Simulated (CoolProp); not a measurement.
Vapour-liquid equilibrium of n-perfluoropentane (1) + n-pentane (2) at 336 kPa; x and y are mole fractions of (1).

The numbers come from the multi-fluid Helmholtz-energy mixture model, Gao 2022 and Thol 2019; pair parameters Bell 2016 in CoolProp.

Give the bubble temperature and the first vapour's composition at x = 0.575, 0.8, 0.95. Is there an azeotrope?

x = 0.575: 329.3 K, y = 0.542; x = 0.8: 331.6 K, y = 0.671; x = 0.95: 337.1 K, y = 0.887. y crosses x between x = 0.5 and 0.575: the model has an azeotrope there.

The pair parameters rest on a limited set of measurements; away from them the model extrapolates. With so large a gap from Raoult's law the liquid may split in two, which this calculation doesn't test in full.
